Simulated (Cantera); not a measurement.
Cantera run:

```python
import numpy as np
import cantera as ct

gas_names = """
    H H2 Ti
""".split()
cond_names = """
    Ti(a) Ti(b) Ti(L)
""".split()


# ... load() reads the species with a 1 bar reference pressure and builds the phases ...
atoms = {
    'Ti': {'Ti': 1},
    'H2': {'H': 2},
}
top_T = {}  # K; cautious upper limits of use, not melting points


# ... equilibrate(T, P, feed) seeds the gas with the atoms and calls Mixture.equilibrate('TP', solver="vcs", rtol=1e-11, max_steps=5000) ...
results = []
feed = {'Ti': 1, 'H2': 15}  # mol
P = 7200  # Pa
for T in [1625, 1675, 1725, 1775, 1825, 1875, 1925, 1975, 2025, 2075]:
    mix = equilibrate(T, P, feed)
    results.append((T, P, feed, dict(zip(mix.species_names, mix.species_moles))))

top = {s: max(r[3][s] / sum(r[3][g] for g in gas_names) for r in results) for s in gas_names}
cols = sorted((s for s in top if top[s] > 0.0001), key=lambda s: -top[s])[:5]
seen = [c for c in cond_names if any(r[3].get(c, 0) > 1e-12 for r in results)]
print("log10 of partial pressures in bar; condensed amounts in mol")
print(f"{'T/K':>10s}" + "".join(f"{s[:9]:>10s}" for s in cols + seen))
for T, P, feed, n in results:
    ng = sum(n[g] for g in gas_names)
    print(f"{T:10.4g}" + "".join(f"{np.log10(max(n[s] / ng * P / 1e5, 1e-99)):10.3f}" for s in cols)
          + "".join(f"{n.get(c, 0):10.4g}" for c in seen))
```

It prints:

```
log10 of partial pressures in bar; condensed amounts in mol
       T/K        H2         H        Ti     Ti(b)     Ti(L)
      1625    -1.143    -4.723    -7.739         1         0
      1675    -1.143    -4.507    -7.299         1         0
      1725    -1.143    -4.303    -6.886         1         0
      1775    -1.143    -4.110    -6.497    0.9999         0
      1825    -1.143    -3.928    -6.129    0.9998         0
      1875    -1.144    -3.755    -5.782    0.9997         0
      1925    -1.144    -3.592    -5.453    0.9993         0
      1975    -1.145    -3.436    -5.148         0    0.9985
      2025    -1.146    -3.289    -4.862         0    0.9971
      2075    -1.147    -3.148    -4.590         0    0.9946
```

Equilibrium computed with Cantera from the NASA thermochemical tables; the gas is ideal and each condensed phase is pure.
